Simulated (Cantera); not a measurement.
Charge: 1 mol C₂H₂, 1.2 mol O₂, 1.9 mol H₂, equilibrated at 2652 °C and 0.0100 bar.

Method: chemical equilibrium by Gibbs-energy minimisation in Cantera with the NASA 1993 tables (ideal gas, pure condensed phases). Candidate condensed phases: C, C₆H₆, C₇H₈, C₈H₁₈, H₂O; 110 gas species. Rates play no part.

Base state: H 0.495, CO 0.290, H₂ 0.158, O 0.0262, H₂O 0.0137, OH 0.0135, CO₂ 0.00348, O₂ 0.000907 (mole fractions); condensed: gas only.

What changes in the equilibrium state with this change: H₂ from 1.9 to 92 mol?


| species | before | after |
|---|---|---|
| H | 0.495 | 0.683 |
| H₂ | 0.158 | 0.300 |
| CO | 0.290 | 0.0138 |
| O | 0.0262 | 0.00102 |
| OH | 0.0135 | 0.000723 |
| H₂O | 0.0137 | 0.00102 |
| O₂ | 0.000907 | 1.37e-6 |
| CO₂ | 0.00348 | 6.46e-6 |
